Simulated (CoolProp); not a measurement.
Properties of acetone along the isobar 3800 kPa (Tc = 508.1 K, pc = 4692 kPa, ω = 0.307).

Computed with CoolProp (reference Helmholtz-energy equation of state, Lemmon 2006). It is a short technical equation, of lower accuracy than the large ones.

```tsv
T (K)	phase	density (kg/m³)	cv (kJ/(kg K))	Joule-Thomson coefficient (K/MPa)	fugacity coefficient
284.7	liquid	802.9	1.529	-0.3667	0.004837
311.2	liquid	774.0	1.572	-0.3301	0.01488
337.7	liquid	743.9	1.621	-0.2819	0.03687
364.3	liquid	711.8	1.676	-0.2171	0.07764
390.8	liquid	677.2	1.734	-0.1265	0.1431
417.3	liquid	638.6	1.796	0.01071	0.2377
443.9	liquid	593.3	1.864	0.2483	0.3629
470.4	liquid	535.5	1.945	0.7785	0.5147
496.9	gas	107.2	2.200	19.03	0.6724
523.5	gas	77.46	2.046	13.15	0.7323
550	gas	65.93	2.021	10.26	0.7759
```
